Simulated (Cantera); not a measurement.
A closed system holds: 1 mol Fe, 15 mol H₂O, 8.4 mol CO, a varied amount of H₂S, equilibrated at 925 K and 1.28 Torr.

Method: chemical equilibrium by Gibbs-energy minimisation in Cantera with the NASA 1993 tables (ideal gas, pure condensed phases). Candidate condensed phases: C, C₆H₆, C₇H₈, C₈H₁₈, Fe, Fe(CO)₅, FeO, Fe(OH)₂, Fe(OH)₃, FeS, FeSO₄, FeS₂, Fe₂O₃, Fe₂(SO₄)₃, Fe₃O₄, H₂O, H₂SO₄, S; 127 gas species. The tables' stoichiometric FeO is somewhat more stable than real wüstite, so its field is too wide. FeO, FeS: taken at fixed stoichiometry. Gases not in the tables: S₃ to S₇. Kinetics and transport are ignored.

x: gas mole fraction; n: condensed amount in mol.

| n(H₂S) (mol) | x H₂O | x H₂ | x CO₂ | x H₂S | x CO | x COS | n FeO(s) | n FeS(s) |
|---|---|---|---|---|---|---|---|---|
| 0.27 | 0.350 | 0.293 | 0.251 | 0.00140 | 0.104 | 1.58e-5 | … | 0.237 |
| 0.41 | 0.353 | 0.292 | 0.250 | 0.00141 | 0.102 | 1.57e-5 | … | 0.376 |
| 0.6 | 0.357 | 0.291 | 0.249 | 0.00143 | 0.101 | 1.57e-5 | … | 0.565 |
| 0.89 | 0.363 | 0.289 | 0.248 | 0.00145 | 0.0977 | 1.56e-5 | … | 0.854 |
| 1.3 | 0.363 | 0.285 | 0.245 | 0.0120 | 0.0952 | 0.000127 | 0 | 1.00 |
| 2 | 0.353 | 0.278 | 0.238 | 0.0387 | 0.0925 | 0.000410 | 0 | 1.00 |
| 2.9 | 0.341 | 0.269 | 0.229 | 0.0707 | 0.0893 | 0.000747 | 0 | 1.00 |
| 4.3 | 0.324 | 0.256 | 0.217 | 0.116 | 0.0848 | 0.00122 | 0 | 1.00 |

Question: What belongs in the gaps?

Answer: 
- 0.27, n FeO(s): 0.763
- 0.41, n FeO(s): 0.624
- 0.6, n FeO(s): 0.435
- 0.89, n FeO(s): 0.146
